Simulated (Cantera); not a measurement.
A closed system holds: 1 mol Si, 0.035 mol CO₂, 1.4 mol N₂, equilibrated at 1700 K and 100000 Pa.

Equilibrium computed with Cantera from the NASA thermochemical tables; the gas is ideal and each condensed phase is pure. Candidate condensed phases: C, Si, SiC, SiO₂, Si₂N₂O, Si₃N₄; 34 gas species. Mutual solubility and eutectic melting of coexisting phases are not modelled. Kinetics and transport are ignored.

Q: What is the equilibrium state?

A: 
```json
{
  "x(N₂)": "0.998",
  "x(CO)": "0.00192",
  "x(SiO)": "7.14e-6",
  "n(C(graphite))": "0.0335 mol",
  "n(Si₂N₂O(s))": "0.0685 mol",
  "n(Si₃N₄(s))": "0.288 mol",
  "gas_amount": "0.7576 mol",
  "log10 activity of Si(l) (absent)": "-1.87"
}
```
